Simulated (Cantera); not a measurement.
What does this Cantera script print?

```python
import numpy as np
import cantera as ct

gas_names = """
    C CH CH2 CH3 CH4 C2 C2H C2H2,acetylene C2H2,vinylidene C2H3,vinyl C2H4 C2H5 C2H6 C3 C3H3,propargyl
    C3H4,allene C3H4,propyne C3H4,cyclo- C3H5,allyl C3H6,propylene C3H6,cyclo- C3H7,n-propyl
    C3H7,i-propyl C3H8 C4 C4H2 C4H4,1,3-cyclo- C4H6,butadiene C4H6,2-butyne C4H6,cyclo- C4H8,1-butene
    C4H8,cis2-buten C4H8,tr2-butene C4H8,isobutene C4H8,cyclo- C4H9,n-butyl C4H9,i-butyl C4H9,s-butyl
    C4H9,t-butyl C4H10,isobutane C4H10,n-butane C5 C5H6,1,3cyclo- C5H8,cyclo- C5H10,1-pentene
    C5H10,cyclo- C5H11,pentyl C5H11,t-pentyl C5H12,n-pentane C5H12,i-pentane CH3C(CH3)2CH3 C6H2
    C6H5,phenyl C6H6 C6H10,cyclo- C6H12,1-hexene C6H12,cyclo- C6H13,n-hexyl C7H7,benzyl C7H8
    C7H14,1-heptene C7H15,n-heptyl C7H16,n-heptane C8H8,styrene C8H10,ethylbenz C8H16,1-octene
    C8H17,n-octyl C8H18,isooctane C8H18,n-octane C9H19,n-nonyl C10H8,naphthale C10H21,n-decyl
    C12H9,o-bipheny C12H10,bipheny H H2 Si SiC SiC2 SiC4H12 SiH SiH2 SiH3 SiH4 Si2 Si2C Si3
""".split()
cond_names = """
    C(gr) C6H6(L) C7H8(L) C8H18(L),n-octa Si(cr) Si(L) SiC(b)
""".split()


def load(file, names, dense=False):
    # The tables refer to 1 bar. Condensed volumes are neglected.
    table = {s.name: s for s in ct.Species.list_from_file(file)}
    out = []
    for n in names:
        d = dict(table[n].input_data)
        d["thermo"] = dict(d["thermo"], **{"reference-pressure": 1e5})
        if dense:
            d["equation-of-state"] = {"model": "constant-volume", "density": "1e6 g/cm^3"}
        out.append(ct.Species.from_dict(d))
    return out


gas = ct.Solution(thermo="ideal-gas", species=load("nasa_gas.yaml", gas_names))
cond = {s.name: ct.Solution(thermo="fixed-stoichiometry", species=[s], name=s.name)
        for s in load("nasa_condensed.yaml", cond_names, dense=True)}
atoms = {
    'SiC': {'Si': 1, 'C': 1},
    'C': {'C': 1},
    'H2': {'H': 2},
}
top_T = {'C(gr)': 4500, 'SiC(b)': 3050}  # K; cautious upper limits of use, not melting points


def equilibrate(T, P, feed):
    n = {}
    for name, mol in feed.items():
        for a, k in atoms[name].items():
            n[a] = n.get(a, 0.0) + k * mol
    gas.TPX = T, P, n
    mass = sum(n.values()) * gas.mean_molecular_weight
    gas.equilibrate("TP")
    valid = [c for c in cond.values() if c.min_temp <= T <= top_T.get(c.name, c.max_temp)]
    mix = ct.Mixture([(gas, mass / gas.mean_molecular_weight)] + [(c, 0.0) for c in valid])
    mix.T, mix.P = T, P
    mix.equilibrate("TP", solver="vcs", rtol=1e-11, max_steps=5000)
    return mix


results = []
feed = {'SiC': 1, 'C': 0.47, 'H2': 0.025}  # mol
P = 1333.22  # Pa
for T in [2075, 2150, 2225, 2300, 2375, 2450, 2525, 2600, 2675, 2750, 2825]:
    mix = equilibrate(T, P, feed)
    results.append((T, P, feed, dict(zip(mix.species_names, mix.species_moles))))
    x = sorted(zip(gas.X, gas.species_names), reverse=True)
    print(f"T = {T:g} K  P = {P:g} Pa  gas = {mix.phase_moles(0):.4g} mol")
    print("   x: " + "  ".join(f"{s} {v:.3e}" for v, s in x if v > 1e-05))
    print("   condensed (mol): " + ("  ".join(f"{mix.phase(i).name} {mix.phase_moles(i):.4g}"
          for i in range(1, mix.n_phases) if mix.phase_moles(i) > 1e-12) or "none"))
```

It prints:

```
T = 2075 K  P = 1333.22 Pa  gas = 0.0253 mol
   x: H2 9.754e-01  H 2.278e-02  C2H2,acetylene 1.210e-03  Si 5.473e-04  SiH 3.574e-05  SiC2 3.171e-05  Si2C 2.034e-05  SiH2 1.119e-05
   condensed (mol): C(gr) 0.47  SiC(b) 1
T = 2150 K  P = 1333.22 Pa  gas = 0.0255 mol
   x: H2 9.605e-01  H 3.580e-02  C2H2,acetylene 1.861e-03  Si 1.546e-03  SiC2 1.223e-04  SiH 8.551e-05  Si2C 7.608e-05  SiH2 2.069e-05
   condensed (mol): C(gr) 0.4699  SiC(b) 1
T = 2225 K  P = 1333.22 Pa  gas = 0.02583 mol
   x: H2 9.379e-01  H 5.433e-02  Si 4.067e-03  C2H2,acetylene 2.751e-03  SiC2 4.293e-04  Si2C 2.596e-04  SiH 1.918e-04  SiH2 3.633e-05
   condensed (mol): C(gr) 0.47  SiC(b) 0.9999
T = 2300 K  P = 1333.22 Pa  gas = 0.02638 mol
   x: H2 9.037e-01  H 7.967e-02  Si 1.004e-02  C2H2,acetylene 3.905e-03  SiC2 1.385e-03  Si2C 8.157e-04  SiH 4.046e-04  SiH2 6.053e-05  Si2 2.782e-05  C2H 1.555e-05
   condensed (mol): C(gr) 0.4701  SiC(b) 0.9996
T = 2375 K  P = 1333.22 Pa  gas = 0.02737 mol
   x: H2 8.511e-01  H 1.127e-01  Si 2.337e-02  C2H2,acetylene 5.285e-03  SiC2 4.143e-03  Si2C 2.378e-03  SiH 8.032e-04  SiH2 9.518e-05  Si2 9.019e-05  C2H 3.797e-05  C4H2 1.349e-05
   condensed (mol): C(gr) 0.4703  SiC(b) 0.9991
T = 2450 K  P = 1333.22 Pa  gas = 0.02931 mol
   x: H2 7.689e-01  H 1.526e-01  Si 5.165e-02  SiC2 1.156e-02  C2H2,acetylene 6.708e-03  Si2C 6.477e-03  SiH 1.493e-03  Si2 2.717e-04  SiH2 1.390e-04  C2H 8.577e-05  C4H2 2.413e-05  SiC 1.825e-05  C3 1.685e-05  Si3 1.017e-05
   condensed (mol): C(gr) 0.471  SiC(b) 0.9977
T = 2525 K  P = 1333.22 Pa  gas = 0.03356 mol
   x: H2 6.387e-01  H 1.940e-01  Si 1.088e-01  SiC2 3.031e-02  Si2C 1.659e-02  C2H2,acetylene 7.669e-03  SiH 2.555e-03  Si2 7.650e-04  SiH2 1.813e-04  C2H 1.763e-04  SiC 5.649e-05  C3 5.479e-05  C4H2 3.806e-05  Si3 3.326e-05  C 1.754e-05
   condensed (mol): C(gr) 0.4728  SiC(b) 0.9941
T = 2600 K  P = 1333.22 Pa  gas = 0.04533 mol
   x: H2 4.328e-01  Si 2.194e-01  H 2.187e-01  SiC2 7.499e-02  Si2C 4.016e-02  C2H2,acetylene 7.019e-03  SiH 3.805e-03  Si2 2.026e-03  C2H 3.122e-04  SiH2 1.879e-04  C3 1.661e-04  SiC 1.636e-04  Si3 1.013e-04  C4H2 4.717e-05  C 4.679e-05  C2 1.560e-05
   condensed (mol): C(gr) 0.478  SiC(b) 0.9826
T = 2675 K  P = 1333.22 Pa  gas = 0.1152 mol
   x: Si 4.251e-01  SiC2 1.761e-01  H 1.620e-01  H2 1.311e-01  Si2C 9.234e-02  Si2 5.073e-03  SiH 3.660e-03  C2H2,acetylene 2.822e-03  C3 4.722e-04  SiC 4.457e-04  C2H 3.537e-04  Si3 2.895e-04  C 1.181e-04  SiH2 8.487e-05  C2 4.499e-05  C4H2 2.523e-05
   condensed (mol): C(gr) 0.5101  SiC(b) 0.9077
T = 2750 K  P = 1333.22 Pa  gas = 0.9438 mol
   x: Si 5.625e-01  SiC2 2.791e-01  Si2C 1.017e-01  H 4.176e-02  Si2 6.055e-03  H2 4.968e-03  C3 1.265e-03  SiH 8.554e-04  SiC 8.135e-04  C 2.832e-04  Si3 2.771e-04  C2H2,acetylene 1.398e-04  C2H 1.362e-04  C2 1.224e-04  C5 1.014e-05
   condensed (mol): C(gr) 0.8418
T = 2825 K  P = 1333.22 Pa  gas = 0.9837 mol
   x: Si 5.538e-01  SiC2 3.257e-01  Si2C 6.346e-02  H 4.345e-02  Si2 4.082e-03  C3 3.212e-03  H2 3.159e-03  SiC 1.085e-03  C 6.481e-04  SiH 6.121e-04  C2 3.152e-04  C2H 2.071e-04  C2H2,acetylene 1.145e-04  Si3 1.144e-04  C5 3.348e-05
   condensed (mol): C(gr) 0.7542
```

Cantera equilibrium calculation (NASA polynomials, part measured and part estimated; ideal gas, pure solids and liquids). Gases not in the tables: Si2H6 and higher silanes.
